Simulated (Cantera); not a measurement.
A closed system holds: 1 mol PbO, 0.04 mol H2, 0.35 mol N2, at 45.0 mbar.

Method: chemical equilibrium by Gibbs-energy minimisation in Cantera with the NASA 1993 tables (ideal gas, pure condensed phases). Candidate condensed phases: H2O, Pb, PbO, PbO2, Pb3O4; 27 gas species. Gases not in the tables: (PbO)n polymers. Rates play no part. All values below are at 1498 K.

Base state: N2 0.651, PbO 0.191, Pb 0.0805, H2O 0.0743, O2 0.00299, NO 0.000131, OH 4.97e-5, H2 1.18e-5 (mole fractions); condensed: PbO(l).

### Question
What changes in the equilibrium state with this change: H2 from 0.04 to 1.4 mol?

### Answer
```json
[
 {"species": "H2O", "before": "0.0743", "after": "0.363"},
 {"species": "Pb", "before": "0.0805", "after": "0.363"},
 {"species": "H2", "before": "1.18e-5", "after": "0.146"},
 {"species": "N2", "before": "0.651", "after": "0.127"},
 {"species": "PbO", "before": "0.191", "after": "0.000341"},
 {"species": "O2", "before": "0.00299", "after": "<1e-9"},
 {"species": "NO", "before": "0.000131", "after": "2.30e-8"},
 {"species": "PbO(l), mol", "before": "0.854", "after": "0"}
]
```
